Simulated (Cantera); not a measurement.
Charge: 1 mol Na2CO3, 0.37 mol H2, equilibrated at 1.33 mbar.

These are equilibrium values from Cantera (NASA tables, ideal gas, pure condensed phases), not measurements of a reactor. Candidate condensed phases: C, C6H6, C7H8, C8H18, H2O, Na, NaOH, NaO2, Na2CO3, Na2O, Na2O2; 117 gas species. Equilibrium is a limit: real reactors are often held back by kinetics, nucleation or transport.

Which condensed phases are stable at each of these points (T (K)): 850, 950, 1050, 1150, 1250, 1350, 1450, 1550, 1650, 1750, 1850, 1950, 2050?


```
T (K)  condensed phases  Na condensed (%)
-----  ----------------  ----------------
850           Na2CO3(s)             100.0
950           Na2CO3(s)              99.6
1050          Na2CO3(s)              97.7
1150          Na2CO3(l)              88.0
1250          Na2CO3(l)              59.6
1350          Na2CO3(l)              36.4
1450           gas only               0.0
1550           gas only               0.0
1650           gas only               0.0
1750           gas only               0.0
1850           gas only               0.0
1950           gas only               0.0
2050           gas only               0.0
```

From 850 K to 1050 K the condensed part is Na2CO3(s). From 1150 K to 1350 K the condensed part is Na2CO3(l). From 1450 K to 2050 K nothing is condensed.
